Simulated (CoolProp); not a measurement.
A closed Brayton cycle with carbon dioxide: compressor inlet 330.15 K and 9.1 MPa, high pressure 25.7 MPa, turbine inlet 670 K, compressor efficiency 0.89, turbine efficiency 0.93, recuperator effectiveness 0 (on enthalpy, no pinch check). Each further row changes one setting.

Computed with CoolProp (reference Helmholtz-energy equation of state, Span 1996).

| case | thermal efficiency (%) | net work (kJ/kg) | compressor to turbine work | compressor exit (K) | turbine exit (K) |
|---|---|---|---|---|---|
| as stated | 16.2 | 57.3 | 0.47 | 414.4 | 556.0 |
| turbine inlet 620 K | [?] | 46.5 | [?] | 414.4 | 510.4 |
| compressor inlet 340.15 K | [?] | [?] | 0.54 | [?] | 556.0 |
| high pressure 21.8 MPa | [?] | [?] | 0.45 | 400.8 | 573.7 |
| recuperator effectiveness 0.5 | 21.1 | 57.3 | 0.47 | 414.4 | 556.0 |

**Question.** Complete the blanks.

**Answer.** 
- turbine inlet 620 K, thermal efficiency (%): 16.0
- turbine inlet 620 K, compressor to turbine work: 0.53
- compressor inlet 340.15 K, thermal efficiency (%): 15.6
- compressor inlet 340.15 K, net work (kJ/kg): 50.7
- compressor inlet 340.15 K, compressor exit (K): 431.3
- high pressure 21.8 MPa, thermal efficiency (%): 14.0
- high pressure 21.8 MPa, net work (kJ/kg): 51.6
